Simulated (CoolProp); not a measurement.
A simple Rankine cycle with R141b: condensing at 330.15 K, boiler at 2.12 MPa, turbine inlet 434.8 K, turbine efficiency 0.75, pump efficiency 0.7, no recuperator. Each further row changes one setting.

Values from CoolProp's reference Helmholtz-energy equation of state, Lemmon 2006. It is a short technical equation, of lower accuracy than the large ones.

```tsv
case	thermal efficiency (%)	net work (kJ/kg)	heat in (kJ/kg)	turbine exit temperature (K)	volume ratio over the turbine
as stated	…	36.8	272	358.4	10.6
turbine inlet 454.8 K	13.7	…	…	382.2	10.0
condensing temperature 322.15 K	14.5	40.9	…	352.5	13.4
boiler pressure 1.48 MPa	12.0	34.3	286	377.1	…
turbine efficiency 0.65	11.6	31.6	272	…	10.8
```

**Question.** What belongs in the gaps?

**Answer.** 
- as stated, thermal efficiency (%): 13.5
- turbine inlet 454.8 K, net work (kJ/kg): 40.6
- turbine inlet 454.8 K, heat in (kJ/kg): 296
- condensing temperature 322.15 K, heat in (kJ/kg): 281
- boiler pressure 1.48 MPa, volume ratio over the turbine: 6.72
- turbine efficiency 0.65, turbine exit temperature (K): 364.3
